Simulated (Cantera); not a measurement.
Cantera run:

```python
import numpy as np
import cantera as ct

gas_names = """
    H H2 Si SiH SiH2 SiH3 SiH4 Si2 Si3
""".split()
cond_names = """
    Si(cr) Si(L)
""".split()


# ... load() reads the species with a 1 bar reference pressure and builds the phases ...
atoms = {
    'Si': {'Si': 1},
    'H2': {'H': 2},
}
top_T = {}  # K; cautious upper limits of use, not melting points


# ... equilibrate(T, P, feed) seeds the gas with the atoms and calls Mixture.equilibrate('TP', solver="vcs", rtol=1e-11, max_steps=5000) ...
results = []
feed = {'Si': 1, 'H2': 2.9}  # mol
T = 700  # K
P = 1800000  # Pa
mix = equilibrate(T, P, feed)
results.append((T, P, feed, dict(zip(mix.species_names, mix.species_moles))))
print(gas.report(threshold=0.0001))
for i in range(1, mix.n_phases):
    print(f"{mix.phase(i).name:16s} {mix.phase_moles(i):12.5e} mol")
```

It prints:

```
       temperature   700 K
          pressure   1.8e+06 Pa
           density   0.62351 kg/m^3
  mean mol. weight   2.0161 kg/kmol
   phase of matter   gas

                          1 kg             1 kmol
                     ---------------   ---------------
          enthalpy        5.8287e+06        1.1751e+07  J
   internal energy        2.9418e+06         5.931e+06  J
           entropy             65271        1.3159e+05  J/K
    Gibbs function       -3.9861e+07       -8.0362e+07  J
 heat capacity c_p             14555             29344  J/K
 heat capacity c_v             10431             21030  J/K

                      mass frac. Y      mole frac. X     chem. pot. / RT
                     ---------------   ---------------   ---------------
                H2           0.99997                 1           -13.808
     [   +8 minor]        3.4573e-05        2.1702e-06

Si(cr)            9.99994e-01 mol
```

Method: chemical equilibrium by Gibbs-energy minimisation in Cantera with the NASA 1993 tables (ideal gas, pure condensed phases).
